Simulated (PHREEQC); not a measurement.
# Leach liquor: an equilibrium model

Consider water at 25 °C with 49 mmol/kgw H2SO4 and 3.9 mmol/kgw LiCl. It is in equilibrium with CO2 at log p = -3.5 (atm). Otherwise closed; pH follows from the charge balance.

Computed with PHREEQC (ion-association model, phreeqc.dat).

Each row changes one thing in this solution. No solid was allowed to form.

```tsv
case	pH	ionic strength (mol/kgw)	HCO3- (mol/kgw)
as made	1.28	0.0803	1.14e-10
LiCl from 0.0039 to 0.00585 mol/kgw	1.28	0.0824	1.14e-10
0.039 mol/kgw Na2CO3 added	2.13	0.120	8.31e-10
temperature from 25 to 30 °C	1.29	0.0785	1.07e-10
diluted 5-fold with water	1.87	0.0211	4.10e-10
diluted 2-fold with water	1.54	0.0451	1.97e-10
H2SO4 left out	5.66	0.00390	2.33e-6
LiCl replaced by KCl at the same molality	1.28	0.0803	1.14e-10
```

Species that the database lacks are ignored.
